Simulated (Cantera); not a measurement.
Input: 1 mol C, 1.2 mol H₂, equilibrated at 0.698 Torr.

Equilibrium computed with Cantera from the NASA thermochemical tables; the gas is ideal and each condensed phase is pure. Candidate condensed phases: C, C₆H₆, C₇H₈, C₈H₁₈; 76 gas species. Equilibrium is a limit: real reactors are often held back by kinetics, nucleation or transport.

Question: What share of the C ends up in condensed phases as a function of T (°C), at 1925, 1975, 2025, 2075, 2125, 2175, 2225, 2275, 2325, 2375?

Answer: 
```tsv
T (°C)	C condensed (%)	as
1925	99.4	C(graphite)
1975	99.3	C(graphite)
2025	99.1	C(graphite)
2075	98.9	C(graphite)
2125	98.7	C(graphite)
2175	98.4	C(graphite)
2225	98.0	C(graphite)
2275	97.4	C(graphite)
2325	96.3	C(graphite)
2375	94.4	C(graphite)
```
